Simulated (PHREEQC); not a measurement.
A column of 0.2 m (30 cells, dispersivity 0.016 m, 60 s a shift, diffusion coefficient 3e-10 m²/s) holds 0.011 eq of the database's cation exchanger X per kg of pore water, first in equilibrium with 0.84 mmol/kgw CaCl2, 31 mmol/kgw SrCl2 and 0.01 mmol/kgw HCl. It is flushed with 0.39 mmol/kgw NaCl, 4.6 mmol/kgw CaCl2 and 0.01 mmol/kgw HCl, at 25 °C. Values are for the last cell. The system is closed to CO2. Precipitation was switched off in this run.

The series has 31 steps of pore volumes, from 0 to 5.017.

The numbers come from PHREEQC with the ion-association model, phreeqc.dat.

Question: After how many pore volumes does Na at the outlet first reach half of its feed value?

Answer: By 1.0 pore volumes.

Complexes and solids missing from the database can't appear.
